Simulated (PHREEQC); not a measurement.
0.37 g of hydrous ferric oxide (600 m²/g; 0.2 weak and 0.005 strong sites per Fe, Dzombak-Morel constants, diffuse double layer) in 1 kg of water with 0.1 mol/kgw of an inert sodium salt and 3.3e-05 mol Na2HAsO4 and 5.9e-05 mol PbCl2, at 25 °C; the pH is set by adding NaOH or the inert anion's acid. O2 is buffered at 0.21 atm. CO2 from the air is kept out. No solid was allowed to form.

Base run: PHREEQC, ion-association model, wateq4f.dat. Each further column changes one thing. The table gives Pb sorbed (%).

| pH | base | no electrostatic term (-no_edl) | background salt from 0.1 to 0.01 mol/kgw | oxide from 0.37 to 1.9 g/kgw | 0.0026 mol/kgw CuCl2 added |
|---|---|---|---|---|---|
| 3 | 1.6 | 1.7 | 2.5 | 7.8 | 1.4 |
| 3.38 | 7.2 | 7.4 | 9.5 | 29.5 | 5.8 |
| 4.12 | 29.9 | 30.6 | 30.8 | 87.3 | 16.3 |
| 4.5 | 35.3 | 36.1 | 35.7 | 96.9 | ? |
| 5.25 | 57.1 | ? | ? | 99.9 | 26.3 |
| 5.62 | 80.1 | ? | 81.3 | 100.0 | ? |
| 6.38 | 98.7 | 99.6 | 98.9 | 100.0 | 35.1 |
| 6.75 | 99.7 | 99.9 | 99.8 | 100.0 | ? |
| 7.5 | 100.0 | 100.0 | 100.0 | 100.0 | 73.5 |
| 7.88 | 100.0 | 100.0 | 100.0 | 100.0 | 87.3 |
| 8.62 | 100.0 | 100.0 | 100.0 | 100.0 | ? |
| 9 | 100.0 | 100.0 | 100.0 | 100.0 | 98.9 |

### Question
Complete the blanks.

### Answer

- 4.5, 0.0026 mol/kgw CuCl2 added: 18.5
- 5.25, no electrostatic term (-no_edl): 66.4
- 5.25, background salt from 0.1 to 0.01 mol/kgw: 58.3
- 5.62, no electrostatic term (-no_edl): 89.1
- 5.62, 0.0026 mol/kgw CuCl2 added: 29.0
- 6.75, 0.0026 mol/kgw CuCl2 added: 43.7
- 8.62, 0.0026 mol/kgw CuCl2 added: 97.8

The database has no arsenate complexes of Pb. The oxide is taken as insoluble; below pH 4 it would dissolve. In at least one series the solution becomes supersaturated in solids that the run did not let form, among them Cu(OH)2, Atacamite, Pb(OH)2. The database has no arsenate complexes of Pb, Cu. The database's constant for dissolved Cu(OH)2 is higher than later reviews accept.
